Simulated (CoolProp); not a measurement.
Vapour-liquid equilibrium of nitrogen (1) + carbon monoxide (2) at -156.85 °C; x and y are mole fractions of (1).

Model: multi-fluid Helmholtz-energy mixture model, Span 2000 and Lemmon 2006; pair parameters Gernert 2013, in CoolProp.

### Question
Give the bubble pressure and the first vapour's composition at x = 0.2, 0.5, 0.8. Is there an azeotrope?

### Answer
x = 0.2: 1.656 MPa, y = 0.236; x = 0.5: 1.829 MPa, y = 0.545; x = 0.8: 1.986 MPa, y = 0.822. No azeotrope shows between x = 0.05 and 0.95.

Pair parameters are fitted to limited data, so mixtures are less certain than the pure fluids.
